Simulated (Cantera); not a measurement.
**Premixed flame**

A freely propagating, adiabatic, planar premixed flame of 6.60 % CH4, 1.25 % C2H6, 0.555 % C3H8, 22.9 % O2, 68.7 % N2, unburnt at 473 K and 1730 Torr; multicomponent transport, grid criteria slope 0.08 and curve 0.16, no radiation.

Detailed kinetics in Cantera: GRI-Mech 3.0 (53 species, 325 reactions). Burning velocities carry a grid error of a few per cent, more on coarse grids.

```json
[
 {"z (mm)": "-0.438", "T (K)": "473", "u (m/s)": "0.923", "x CH4": "0.0660", "x C2H6": "0.0125", "x C3H8": "0.00554", "x NO": "<1e-8", "x HO2": "6.63e-8", "x C2H2": "<1e-8"},
 {"z (mm)": "-0.292", "T (K)": "475", "u (m/s)": "0.928", "x CH4": "0.0658", "x C2H6": "0.0125", "x C3H8": "0.00554", "x NO": "<1e-8", "x HO2": "1.19e-6", "x C2H2": "7.73e-8"},
 {"z (mm)": "-0.219", "T (K)": "482", "u (m/s)": "0.943", "x CH4": "0.0655", "x C2H6": "0.0125", "x C3H8": "0.00553", "x NO": "<1e-8", "x HO2": "6.43e-6", "x C2H2": "5.19e-7"},
 {"z (mm)": "-0.146", "T (K)": "535", "u (m/s)": "1.05", "x CH4": "0.0632", "x C2H6": "0.0123", "x C3H8": "0.00547", "x NO": "9.21e-8", "x HO2": "5.31e-5", "x C2H2": "5.86e-6"},
 {"z (mm)": "-0.0730", "T (K)": "938", "u (m/s)": "1.88", "x CH4": "0.0474", "x C2H6": "0.00927", "x C3H8": "0.00417", "x NO": "1.71e-6", "x HO2": "0.000311", "x C2H2": "8.69e-5"},
 {"z (mm)": "-0.0365", "T (K)": "1389", "u (m/s)": "2.83", "x CH4": "0.0279", "x C2H6": "0.00416", "x C3H8": "0.00150", "x NO": "4.74e-6", "x HO2": "0.000367", "x C2H2": "0.000250"},
 {"z (mm)": "0", "T (K)": "1817", "u (m/s)": "3.74", "x CH4": "0.00737", "x C2H6": "0.000264", "x C3H8": "3.84e-5", "x NO": "9.91e-6", "x HO2": "0.000201", "x C2H2": "0.000376"},
 {"z (mm)": "0.0365", "T (K)": "2004", "u (m/s)": "4.12", "x CH4": "0.000582", "x C2H6": "8.05e-7", "x C3H8": "1.92e-8", "x NO": "1.68e-5", "x HO2": "3.95e-5", "x C2H2": "5.53e-5"},
 {"z (mm)": "0.0730", "T (K)": "2070", "u (m/s)": "4.24", "x CH4": "2.29e-5", "x C2H6": "<1e-8", "x C3H8": "<1e-8", "x NO": "2.24e-5", "x HO2": "1.89e-5", "x C2H2": "1.54e-6"},
 {"z (mm)": "0.146", "T (K)": "2151", "u (m/s)": "4.37", "x CH4": "6.09e-8", "x C2H6": "<1e-8", "x C3H8": "<1e-8", "x NO": "3.09e-5", "x HO2": "1.32e-5", "x C2H2": "<1e-8"},
 {"z (mm)": "0.292", "T (K)": "2246", "u (m/s)": "4.54", "x CH4": "<1e-8", "x C2H6": "<1e-8", "x C3H8": "<1e-8", "x NO": "4.63e-5", "x HO2": "8.82e-6", "x C2H2": "<1e-8"},
 {"z (mm)": "0.584", "T (K)": "2337", "u (m/s)": "4.69", "x CH4": "<1e-8", "x C2H6": "<1e-8", "x C3H8": "<1e-8", "x NO": "7.55e-5", "x HO2": "5.96e-6", "x C2H2": "<1e-8"},
 {"z (mm)": "1.17", "T (K)": "2401", "u (m/s)": "4.80", "x CH4": "<1e-8", "x C2H6": "<1e-8", "x C3H8": "<1e-8", "x NO": "0.000128", "x HO2": "4.80e-6", "x C2H2": "<1e-8"}
]
```
x: mole fraction of selected species; z is measured from the peak of heat release.

The laminar burning velocity is 92.3 cm/s and the thermal thickness comes out as 0.146 mm. The peak x(HO2) is 0.000368. The peak x(C2H2) comes out as 0.000400 and the grid points is 153.
